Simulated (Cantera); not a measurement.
Feed: 1 mol SiC, 0.025 mol C, 0.045 mol H2, at 2425 K.

Cantera equilibrium calculation (NASA polynomials, part measured and part estimated; ideal gas, pure solids and liquids). Candidate condensed phases: C, C6H6, C7H8, C8H18, Si, SiC; 87 gas species. Kinetics and transport are ignored.

At 7.20e-5 bar, list the 6 most abundant gas species with their mole fractions, and the condensed phases.

Si 0.750, SiC2 0.156, H 0.0802, Si2C 0.00893, C3 0.00207, H2 0.00145. Condensed: C(graphite).
